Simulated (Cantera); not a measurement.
# Pyrogenic steam for wet oxidation

An isothermal, constant-pressure homogeneous reactor starts with H₂ : O₂ : N₂ = 0.89 : 1 : 14 (molar parts), equivalence ratio 0.45, at 1198 K and 0.720 bar.

Model: GRI-Mech 3.0 (53 species, 325 reactions), integrated in Cantera. The temperature is held fixed by assumption; the heat of reaction is taken as removed at once.

```csv
t (s),x H₂,x O₂,x NO,x H₂O₂,x OH,x NO₂,x O
0.000600,0.000696,0.0360,3.49e-6,1.61e-6,0.000462,4.30e-9,0.000423
0.00180,6.43e-5,0.0359,3.48e-6,4.21e-7,0.000110,3.38e-8,3.01e-5
0.00542,6.60e-6,0.0359,3.45e-6,9.42e-8,4.05e-5,6.57e-8,3.72e-6
0.0163,7.70e-7,0.0359,3.45e-6,2.28e-8,1.78e-5,6.17e-8,6.98e-7
0.0490,1.43e-7,0.0359,3.47e-6,6.34e-9,8.88e-6,4.03e-8,1.75e-7
0.147,3.80e-8,0.0359,3.49e-6,1.97e-9,4.81e-6,2.31e-8,5.16e-8
0.443,1.24e-8,0.0359,3.50e-6,6.78e-10,2.78e-6,1.60e-8,1.73e-8
1.33,5.65e-9,0.0359,3.49e-6,2.99e-10,1.82e-6,1.78e-8,7.47e-9
4.00,4.51e-9,0.0359,3.49e-6,2.26e-10,1.58e-6,2.05e-8,5.60e-9
```
x: mole fraction; the columns are a selection and need not sum to one.

Equilibrium at this temperature and pressure: H₂ 4.40e-9, O₂ 0.0359, NO 8.59e-5, H₂O₂ 2.18e-10, OH 1.55e-6, NO₂ 5.12e-7, O 5.40e-9 (gas phase only).
